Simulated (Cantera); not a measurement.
A perfectly stirred reactor is fed with CH₄ : H₂O : H₂ = 1 : 2.2 : 0.29 (molar parts), at 0.132 atm; it is held at 1625 K, and followed from long to short residence time.

Model: GRI-Mech 3.0 (53 species, 325 reactions), integrated in Cantera.

**Question.** Predict: x(CH₄) at τ = 0.610 s; x(H₂O) at τ = 0.610 s; x(H₂) at τ = 0.610 s; x(C₂H₆) at τ = 0.610 s; x(C₂H₄) at τ = 0.610 s; x(CH₄) at τ = 13.0 ms; x(H₂O) at τ = 13.0 ms; x(H₂) at τ = 13.0 ms; x(C₂H₆) at τ = 13.0 ms; x(C₂H₄) at τ = 13.0 ms.

**Answer.** 
```json
{
  "x(CH₄) at τ = 0.610 s": "0.0789",
  "x(H₂O) at τ = 0.610 s": "0.477",
  "x(H₂) at τ = 0.610 s": "0.351",
  "x(C₂H₆) at τ = 0.610 s": "4.16e-5",
  "x(C₂H₄) at τ = 0.610 s": "0.000704",
  "x(CH₄) at τ = 13.0 ms": "0.250",
  "x(H₂O) at τ = 13.0 ms": "0.614",
  "x(H₂) at τ = 13.0 ms": "0.120",
  "x(C₂H₆) at τ = 13.0 ms": "0.000412",
  "x(C₂H₄) at τ = 13.0 ms": "0.00364"
}
```
